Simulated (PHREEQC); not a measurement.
Solution (40 °C): 65 mmol/kgw HNO3, 1 mmol/kgw FeCl3 and 3.7 mmol/kgw MgCl2. It is in equilibrium with CO2 at log p = 0 (atm). Otherwise closed; pH follows from the charge balance.

The numbers come from PHREEQC with the ion-association model, phreeqc.dat.

No solid was allowed to form.

Problem. Order these Fe species by the share of Fe that they hold, largest first: Fe2(OH)2+4, Fe+3, FeOH+2, FeCl+2, FeCl2+.

Solution. Fe+3 (76 %), FeCl+2 (14 %), FeOH+2 (10.0 %), Fe2(OH)2+4 (0.21 %), FeCl2+ (0.15 %)

The pH is 1.27 and the ionic strength 0.0815 mol/kgw. The solution is supersaturated, for example in Hematite (slow to form), Goethite (slow to form), so a real one may precipitate; this is no full list. Away from 25 °C the constants follow the database's enthalpies or fits; those with neither stay at their 25 °C values.
